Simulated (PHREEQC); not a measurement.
## Ultrapure water in contact with air or piping: speciation

Model water analysis in mg/kgw, 25 °C, pH 6.24, pe 10.8: Na 0.207; K 0.766; Ca 0.484; Mg 0.0127; Cl 1.02; S(6) as SO4 0.875; Alkalinity as HCO3 0.384; Br 0.0133; Si as SiO2 0.00334; Zn 0.00261.

Valence states are taken as typed.

The numbers come from PHREEQC with the ion-association model, wateq4f.dat.

This is a speciation only: nothing precipitates in the calculation.

What charge-balance error does the model give?

charge-balance error 0.4 %.

In which forms is C present?

CO2 56 %, HCO3- 44 % of the C.

Species that the database lacks are ignored.
